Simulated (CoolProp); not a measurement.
Vapour-liquid equilibrium of CHF3 (R23) (1) + R152A (2) at 258.8 K; x and y are mole fractions of (1).

Computed with CoolProp (multi-fluid Helmholtz-energy mixture model, Penoncello 2003 and Outcalt 1996; pair parameters Bell 2016).

```
x     bubble pressure (MPa)  y at the bubble point  dew pressure at overall composition x (MPa)  liquid density (mol/L)
----  ---------------------  ---------------------  -------------------------------------------  ----------------------
0.05                 0.2106                  0.296                                       0.1601                   15.12
0.15                    ___                  0.585                                       0.1774                   15.35
0.25                 0.4627                    ___                                          ___                   15.57
0.35                 0.5998                    ___                                       0.2261                   15.78
0.45                 0.7435                  0.864                                       0.2618                   15.97
0.55                    ___                  0.902                                       0.3108                   16.13
0.65                  1.049                  0.931                                       0.3821                   16.27
0.75                  1.211                  0.955                                       0.4953                     ___
0.85                  1.380                    ___                                       0.7018                     ___
0.95                  1.562                  0.992                                        1.175                   16.28
```

**Question.** Fill in the missing entries.

**Answer.** 
- 0.15, bubble pressure (MPa): 0.3327
- 0.25, y at the bubble point: 0.726
- 0.25, dew pressure at overall composition x (MPa): 0.1989
- 0.35, y at the bubble point: 0.809
- 0.55, bubble pressure (MPa): 0.8933
- 0.75, liquid density (mol/L): 16.35
- 0.85, y at the bubble point: 0.974
- 0.85, liquid density (mol/L): 16.37

No azeotrope shows between x = 0.05 and 0.95.

Pair parameters are fitted to limited data, so mixtures are less certain than the pure fluids.
